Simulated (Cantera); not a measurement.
A closed system holds: 1 mol BCl3, 0.2 mol H2O, 5.2 mol H2, held at 1575 K and 1.33 mbar.

Method: chemical equilibrium by Gibbs-energy minimisation in Cantera with the NASA 1993 tables (ideal gas, pure condensed phases). Candidate condensed phases: B, B2O3, B3O3H3, H2O; 33 gas species. The tables' values for BOCl, BCl, BCl2, BH2 are old estimates; treat these amounts as uncertain. Gases not in the tables: BHCl2. Rates play no part.

### Question
What is the equilibrium state?

### Answer
```
Property                                 Result
------------------------------------  ---------
x(H2)                                     0.576
x(HCl)                                    0.376
x(HBO)                                   0.0133
x(BOCl)                                  0.0108
x(BCl3)                                 0.00978
x(BCl)                                  0.00760
x(BCl2)                                 0.00202
x(B2O2)                                 0.00189
x(H)                                   0.000864
n(B(s))                               0.665 mol
gas amount                            6.998 mol
log10 activity of B3O3H3(s) (absent)     -14.05
```
